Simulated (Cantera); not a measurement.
## Adiabatic ignition

An adiabatic, constant-pressure homogeneous reactor starts with CH₄ : O₂ : N₂ : H₂O = 1 : 3.28 : 12.3 : 1.2 (molar parts), at 1648 K and 0.400 bar.

Computed with Cantera and GRI-Mech 3.0 (53 species, 325 reactions).

```json
[
 {"t (s)": "4.00e-6", "T (K)": "1648", "x CH₄": "0.0562", "x O₂": "0.184", "x H₂O": "0.0675", "x C₂H₆": "6.42e-12", "x OH": "1.37e-7"},
 {"t (s)": "1.23e-5", "T (K)": "1648", "x CH₄": "0.0562", "x O₂": "0.184", "x H₂O": "0.0675", "x C₂H₆": "2.97e-10", "x OH": "2.15e-7"},
 {"t (s)": "3.76e-5", "T (K)": "1648", "x CH₄": "0.0562", "x O₂": "0.184", "x H₂O": "0.0675", "x C₂H₆": "1.19e-8", "x OH": "4.08e-7"},
 {"t (s)": "0.000115", "T (K)": "1648", "x CH₄": "0.0561", "x O₂": "0.184", "x H₂O": "0.0675", "x C₂H₆": "5.57e-7", "x OH": "1.19e-6"},
 {"t (s)": "0.000353", "T (K)": "1649", "x CH₄": "0.0551", "x O₂": "0.184", "x H₂O": "0.0682", "x C₂H₆": "4.74e-5", "x OH": "8.81e-6"},
 {"t (s)": "0.00108", "T (K)": "2368", "x CH₄": "<1e-12", "x O₂": "0.0732", "x H₂O": "0.150", "x C₂H₆": "<1e-12", "x OH": "0.0213"},
 {"t (s)": "0.00332", "T (K)": "2510", "x CH₄": "<1e-12", "x O₂": "0.0712", "x H₂O": "0.160", "x C₂H₆": "<1e-12", "x OH": "0.0183"},
 {"t (s)": "0.0102", "T (K)": "2507", "x CH₄": "<1e-12", "x O₂": "0.0697", "x H₂O": "0.160", "x C₂H₆": "<1e-12", "x OH": "0.0179"},
 {"t (s)": "0.0312", "T (K)": "2502", "x CH₄": "<1e-12", "x O₂": "0.0673", "x H₂O": "0.161", "x C₂H₆": "<1e-12", "x OH": "0.0175"},
 {"t (s)": "0.0957", "T (K)": "2499", "x CH₄": "<1e-12", "x O₂": "0.0663", "x H₂O": "0.161", "x C₂H₆": "<1e-12", "x OH": "0.0173"},
 {"t (s)": "0.294", "T (K)": "2499", "x CH₄": "<1e-12", "x O₂": "0.0663", "x H₂O": "0.161", "x C₂H₆": "<1e-12", "x OH": "0.0173"},
 {"t (s)": "0.900", "T (K)": "2499", "x CH₄": "<1e-12", "x O₂": "0.0663", "x H₂O": "0.161", "x C₂H₆": "<1e-12", "x OH": "0.0173"}
]
```
x: mole fraction; the columns are a selection and need not sum to one.

* **time of steepest temperature rise**: 0.667 ms
* **temperature at 0.900 s**: 2499 K
* **equilibrium temperature**: 2499 K
* **x(CH₄) at 0.900 s**: <1e-12 (gas-phase equilibrium <1e-12)
* **x(O₂) at 0.900 s**: 0.0663 (gas-phase equilibrium 0.0663)
* **x(H₂O) at 0.900 s**: 0.161 (gas-phase equilibrium 0.161)
